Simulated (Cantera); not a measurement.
# Transport properties of process gases

Gas mixture: C₃H₈ : CO : C₂H₂ : H₂O = 0.8 : 0.12 : 0.5 : 0.25 (molar parts), at 6100 Pa, frozen composition.

Cantera's kinetic-theory transport with the Lennard-Jones parameters of GRI-Mech 3.0, ideal gas; thermal conductivity in the multicomponent form. Polar gases are described roughly by these parameters. The composition is frozen, though it would react at the higher temperatures.

| T (K) | ρ (kg/m³) | cp (J/kg/K) | μ (µPa s) | λ (mW/m/K) | Pr | D (cm²/s) OH | D (cm²/s) NH₃ | D (cm²/s) N₂ |
|---|---|---|---|---|---|---|---|---|
| 400 | 0.0617 | 2003 | 12.4 | 33.0 | 0.755 | 6.08 | 4.10 | 4.02 |
| 550 | 0.0449 | 2447 | 16.4 | 52.2 | 0.770 | 10.6 | 7.60 | 7.08 |
| 700 | 0.0352 | 2809 | 20.0 | 72.1 | 0.780 | 16.1 | 12.0 | 10.8 |
| 850 | 0.0290 | 3102 | 23.3 | 91.9 | 0.785 | 22.4 | 17.1 | 15.0 |
| 1000 | 0.0247 | 3347 | 26.3 | 112 | 0.788 | 29.5 | 22.9 | 19.8 |
| 1150 | 0.0215 | 3530 | 29.1 | 130 | 0.790 | 37.3 | 29.3 | 25.0 |
| 1300 | 0.0190 | 3691 | 31.8 | 148 | 0.791 | 45.8 | 36.4 | 30.7 |
D: mixture-averaged diffusion coefficient of that species in the mixture.
